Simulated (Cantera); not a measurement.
Charge: 1 mol CH2F2, 0.35 mol F2, 4.9 mol H2, at 75.0 Torr.

These are equilibrium values from Cantera (NASA tables, ideal gas, pure condensed phases), not measurements of a reactor. Candidate condensed phases: C, C6H6, C7H8, C8H18; 95 gas species. Rates play no part.

x: gas mole fraction; n: condensed amount in mol.

```csv
T (K),x H2,x HF,x H,x C2H2 (acetylene),x CH4,n C(graphite)
1098,0.626,0.373,6.19e-8,7.97e-9,0.00143,0.990
1248,0.627,0.373,…,…,…,0.997
1398,0.627,0.372,…,…,…,0.999
1548,0.627,0.372,7.71e-5,9.84e-6,8.08e-5,0.999
1698,0.627,0.372,0.000362,4.52e-5,4.34e-5,0.999
1848,0.626,0.372,0.00133,0.000161,2.58e-5,0.997
1998,0.624,0.372,0.00401,0.000473,1.66e-5,0.993
2148,0.618,0.370,0.0104,0.00118,1.13e-5,0.983
2298,0.606,0.368,0.0236,0.00259,7.89e-6,0.962
2448,0.583,0.363,0.0481,0.00504,5.56e-6,0.924
2598,0.546,0.356,0.0890,0.00879,3.85e-6,0.862
```

Task: Fill in the missing entries.

Result: 
- 1248, x H: 1.17e-6
- 1248, x C2H2 (acetylene): 1.53e-7
- 1248, x CH4: 0.000438
- 1398, x H: 1.19e-5
- 1398, x C2H2 (acetylene): 1.54e-6
- 1398, x CH4: 0.000172
